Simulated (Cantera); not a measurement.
Cantera run:

```python
import numpy as np
import cantera as ct

gas_names = """
    H HI HO2 H2 H2O H2O2 I I2 O OH O2 O3
""".split()
cond_names = """
    H2O(s) H2O(L) I2(cr) I2(L)
""".split()


# ... load() reads the species with a 1 bar reference pressure and builds the phases ...
atoms = {
    'HI': {'H': 1, 'I': 1},
    'O2': {'O': 2},
}
top_T = {}  # K; cautious upper limits of use, not melting points


# ... equilibrate(T, P, feed) seeds the gas with the atoms and calls Mixture.equilibrate('TP', solver="vcs", rtol=1e-11, max_steps=5000) ...
results = []
T = 2175  # K
P = 100000  # Pa
for m in [0.45, 0.55, 0.67, 0.81, 0.98, 1.2, 1.4, 1.7, 2.1, 2.6, 3.1]:
    feed = {'HI': 1, 'O2': m}  # mol
    mix = equilibrate(T, P, feed)
    results.append((T, P, feed, dict(zip(mix.species_names, mix.species_moles))))

top = {s: max(r[3][s] / sum(r[3][g] for g in gas_names) for r in results) for s in gas_names}
cols = sorted((s for s in top if top[s] > 0.001), key=lambda s: -top[s])[:9]
seen = [c for c in cond_names if any(r[3].get(c, 0) > 1e-12 for r in results)]
print("log10 of partial pressures in bar; condensed amounts in mol")
print(f"{'n(O2)':>10s}" + "".join(f"{s[:9]:>10s}" for s in cols + seen))
for T, P, feed, n in results:
    ng = sum(n[g] for g in gas_names)
    print(f"{feed['O2']:10.4g}" + "".join(f"{np.log10(max(n[s] / ng * P / 1e5, 1e-99)):10.3f}" for s in cols)
          + "".join(f"{n.get(c, 0):10.4g}" for c in seen))
```

It prints:

```
log10 of partial pressures in bar; condensed amounts in mol
     n(O2)        O2         I       H2O        OH        HI        I2         O
      0.45    -0.928    -0.240    -0.541    -2.180    -2.186    -2.348    -3.102
      0.55    -0.778    -0.265    -0.566    -2.155    -2.260    -2.397    -3.027
      0.67    -0.661    -0.292    -0.594    -2.140    -2.331    -2.452    -2.968
      0.81    -0.567    -0.322    -0.626    -2.132    -2.400    -2.512    -2.921
      0.98    -0.487    -0.356    -0.660    -2.129    -2.472    -2.580    -2.881
       1.2    -0.413    -0.397    -0.702    -2.132    -2.551    -2.661    -2.844
       1.4    -0.365    -0.431    -0.737    -2.137    -2.614    -2.728    -2.820
       1.7    -0.311    -0.477    -0.784    -2.147    -2.698    -2.820    -2.793
       2.1    -0.260    -0.531    -0.840    -2.162    -2.793    -2.930    -2.768
       2.6    -0.217    -0.591    -0.901    -2.182    -2.894    -3.050    -2.746
       3.1    -0.186    -0.644    -0.955    -2.202    -2.982    -3.155    -2.731
```

Equilibrium computed with Cantera from the NASA thermochemical tables; the gas is ideal and each condensed phase is pure.
